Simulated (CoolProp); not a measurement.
Acetone along the isobar 1170 kPa: density (kg/m³) from the reference equation and from simpler models built on Tc = 235.0 °C, pc = 4692 kPa, ω = 0.307; each cubic takes its own stable root.

Model: reference Helmholtz-energy equation of state, Lemmon 2006, in CoolProp. It is a short technical equation, of lower accuracy than the large ones.

```json
[
 {"T (°C)": "-73.95", "phase": "liquid", "reference": "891.4"},
 {"T (°C)": "-46.85", "phase": "liquid", "reference": "862.8"},
 {"T (°C)": "-19.85", "phase": "liquid", "reference": "834.3"},
 {"T (°C)": "7.15", "phase": "liquid", "reference": "805.4"},
 {"T (°C)": "34.15", "phase": "liquid", "reference": "775.6"},
 {"T (°C)": "61.25", "phase": "liquid", "reference": "744.2"},
 {"T (°C)": "88.25", "phase": "liquid", "reference": "710.9"},
 {"T (°C)": "115.25", "phase": "liquid", "reference": "674.4"},
 {"T (°C)": "142.25", "phase": "liquid", "reference": "632.7"},
 {"T (°C)": "169.35", "phase": "gas", "reference": "22.74"}
]
```

Problem. How far does each simpler model (Redlich-Kwong, Soave-Redlich-Kwong, Peng-Robinson) lie from the reference over these 10 states: mean and median of the absolute difference, and the worst?

Solution. 
- Redlich-Kwong: mean 30.2 %, median 24.9 %, worst -96.2 % at 142.25 °C and 1170 kPa
- Soave-Redlich-Kwong: mean 20.7 %, median 22.2 %, worst -24.0 % at -73.95 °C and 1170 kPa
- Peng-Robinson: mean 11.6 %, median 12.1 %, worst -14.8 % at -73.95 °C and 1170 kPa

At some of these states Redlich-Kwong gives the other phase, because its saturation line lies elsewhere.
